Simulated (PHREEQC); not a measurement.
30 mol of Gypsum (CaSO4:2H2O) is brought to equilibrium with 1 kg of water, at several temperatures. O2 is buffered at 0.21 atm. The system is closed to CO2. Only these solids could form: Gypsum.

The numbers come from PHREEQC with the ion-association model, phreeqc.dat.

| T (°C) | dissolved Ca (mol/kgw) | dissolved S (mol/kgw) |
|---|---|---|
| 0 | 0.0130 | 0.0130 |
| 10 | 0.0141 | 0.0141 |
| 20 | 0.0148 | 0.0148 |
| 30 | 0.0153 | 0.0153 |
| 40 | 0.0154 | 0.0154 |
| 50 | 0.0153 | 0.0153 |
| 60 | 0.0149 | 0.0149 |
| 70 | 0.0143 | 0.0143 |
| 80 | 0.0136 | 0.0136 |
| 90 | 0.0127 | 0.0127 |
| 100 | 0.0118 | 0.0118 |

Complexes and solids missing from the database can't appear. Constants without temperature data keep their 25 °C values here. Outside its range of stability a hydrate's values are those of a metastable solid.
